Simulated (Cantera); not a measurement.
Input: 1 mol CuO, 0.6 mol CH4, 0.28 mol N2, at 975 K and 0.00770 bar.

Cantera equilibrium calculation (NASA polynomials, part measured and part estimated; ideal gas, pure solids and liquids). Candidate condensed phases: C, C6H6, C7H8, C8H18, Cu, CuO, Cu(OH)2, Cu2O, H2O; 139 gas species. The numbers say what is thermodynamically allowed, not how fast it happens.

Base state: H2 0.465, CO 0.208, N2 0.135, H2O 0.112, CO2 0.0802 (mole fractions); condensed: Cu(s).

### Question
What changes in the equilibrium state with this change: CH4 from 0.6 to 2.7 mol?

### Answer
```tsv
species	before	after
H2	0.465	0.808
CO	0.208	0.149
N2	0.135	0.0420
H2O	0.112	0.000557
CO2	0.0802	0.000164
CH4	8.35e-7	0.000631
Cu(s), mol	1.00	1.00
C(graphite), mol	0	1.70
```
